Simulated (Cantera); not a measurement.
# Sublimation and decomposition of ceramics: Al2O3 + N2

Charge: 1 mol Al2O3, 0.3 mol N2, held at 1000 Pa.

Equilibrium computed with Cantera from the NASA thermochemical tables; the gas is ideal and each condensed phase is pure. Candidate condensed phases: Al, AlN, Al2O3; 16 gas species. Equilibrium is a limit: real reactors are often held back by kinetics, nucleation or transport.

```tsv
T (K)	x N2	x O	x Al	x NO	x AlO	x Al2O	n Al2O3(s)	n Al2O3(l)
1625	1.00	4.13e-11	7.68e-10	1.12e-9	9.83e-12	3.61e-12	1.00	0
1700	1.00	3.75e-10	4.17e-9	5.98e-9	8.90e-11	3.05e-11	1.00	0
1775	1.00	2.81e-9	1.97e-8	2.75e-8	6.70e-10	2.15e-10	1.00	0
1850	1.00	1.77e-8	8.26e-8	1.11e-7	4.28e-9	1.31e-9	1.00	0
1925	1.000	9.62e-8	3.13e-7	3.97e-7	2.37e-8	6.98e-9	1.00	0
2000	1.000	4.56e-7	1.08e-6	1.28e-6	1.16e-7	3.32e-8	1.00	0
2075	1.000	1.91e-6	3.46e-6	3.77e-6	5.04e-7	1.43e-7	1.000	0
2150	1.000	7.20e-6	1.03e-5	1.02e-5	1.99e-6	5.64e-7	1.000	0
2225	1.000	2.45e-5	2.90e-5	2.55e-5	7.18e-6	2.05e-6	1.000	0
2300	1.000	7.67e-5	7.67e-5	5.95e-5	2.39e-5	6.95e-6	1.000	0
2375	0.999	0.000216	0.000189	0.000128	7.04e-5	2.06e-5	0	1.000
```
x: gas mole fraction; n: condensed amount in mol.

From 1625 K to 2300 K the condensed part is Al2O3(s). At 2375 K the condensed part is Al2O3(l).
